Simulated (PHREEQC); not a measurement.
Make-up at 16 °C and 500 atm: 0.024 mol H2SO4 and 0.0051 mol KCl per kg of water. It is in equilibrium with CO2 at log p = -2 (atm). Otherwise closed; pH follows from the charge balance.

The numbers come from PHREEQC with the ion-association model, phreeqc.dat.

No solid was allowed to form.

Problem. Order these S species by the share of S that they hold, largest first: HSO4-, KSO4-, SO4-2.

Solution. SO4-2 (55 %), HSO4- (44 %), KSO4- (0.58 %)

The pH is 1.50 and the ionic strength 0.0555 mol/kgw. Complexes and solids missing from the database can't appear. Under pressure, the constants of complexes without a molar volume in the database are unreliable.
